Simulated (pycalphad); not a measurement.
Computed with pycalphad from the COST 507 light-alloy database (1999), at 1 atm. The database dates from 1999; later assessments differ in places, in temperatures and in the compounds included. Kinetics are ignored, which matters at the lower temperatures.

Molar enthalpy of Hf-4C (at.%) in equilibrium (SER reference):

| T (°C) | H (kJ/mol) | phases |
|---|---|---|
| 3027 | 130.39 | liquid |
| 2877 | 123.89 | liquid |
| 2727 | 117.39 | liquid |
| 2577 | 110.90 | liquid |
| 2427 | 104.41 | liquid |
| 2352 | 101.16 | liquid |
| 2277 | 93.49 | liquid + hcp |
| 2202 | 64.03 | hcp |
| 2127 | 60.90 | hcp |
| 1977 | 54.77 | hcp |
| 1827 | 48.82 | hcp |
| 1677 | 43.04 | hcp |
| 1527 | 37.44 | hcp |
| 1377 | 32.01 | hcp |
| 1227 | 26.76 | hcp |
| 1077 | 21.69 | hcp |
| 927 | 16.67 | hcp + fcc |
| 777 | 11.68 | hcp + fcc |
| 627 | 6.91 | hcp + fcc |
| 477 | 2.34 | hcp + fcc |
| 327 | -2.02 | hcp + fcc |

Cooling from 2352 °C to 2202 °C, across the freezing range, releases 37.1 kJ/mol, or 216 J/g. The slope is 43 J/(mol K) in the liquid and 42 J/(mol K) just below the solidus, where it includes any heat of precipitation. Liquidus 2289 °C, solidus 2230 °C. Changes were sought between steps of 75 K, so a narrower field can be missed.

The fcc model also describes the rock-salt carbide or nitride (TiC, TiN, HfC).
